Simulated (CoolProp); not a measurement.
The fluid at 870.06 K and 0.223 MPa flows at 3 m/s in a round tube of 4.6 mm bore and 1.5 µm roughness, fully developed (64/Re and Nu = 3.66 if laminar; Colebrook and Gnielinski if turbulent). The same conditions are run with several fluids, on thermodynamics alone (safety and materials aside).

Values from CoolProp's reference Helmholtz-energy equation of state of each fluid (oxygen: Schmidt 1985; nitrogen: Span 2000; carbon dioxide: Span 1996; normal hydrogen: Leachman 2009; water: Wagner 2002).

```json
[
 {"fluid": "oxygen", "Reynolds number": "304", "Darcy friction factor": "0.211", "pressure drop (Pa/m)": "[?]", "heat-transfer coefficient (W/(m² K))": "51.0", "mass flow (kg/h)": "0.177"},
 {"fluid": "nitrogen", "Reynolds number": "314", "Darcy friction factor": "[?]", "pressure drop (Pa/m)": "[?]", "heat-transfer coefficient (W/(m² K))": "47.0", "mass flow (kg/h)": "[?]"},
 {"fluid": "carbon dioxide", "Reynolds number": "503", "Darcy friction factor": "0.127", "pressure drop (Pa/m)": "169", "heat-transfer coefficient (W/(m² K))": "49.0", "mass flow (kg/h)": "0.243"},
 {"fluid": "normal hydrogen", "Reynolds number": "[?]", "Darcy friction factor": "1.40", "pressure drop (Pa/m)": "85.2", "heat-transfer coefficient (W/(m² K))": "327", "mass flow (kg/h)": "0.0111"},
 {"fluid": "water", "Reynolds number": "[?]", "Darcy friction factor": "[?]", "pressure drop (Pa/m)": "147", "heat-transfer coefficient (W/(m² K))": "62.7", "mass flow (kg/h)": "0.0998"}
]
```

Some entries are withheld; supply them.


- oxygen, pressure drop (Pa/m): 203
- nitrogen, Darcy friction factor: 0.204
- nitrogen, pressure drop (Pa/m): 172
- nitrogen, mass flow (kg/h): 0.155
- normal hydrogen, Reynolds number: 45.6
- water, Reynolds number: 236
- water, Darcy friction factor: 0.271

Above 300 K oxygen's equation is extrapolated.

Transport values come from each fluid's own correlations.
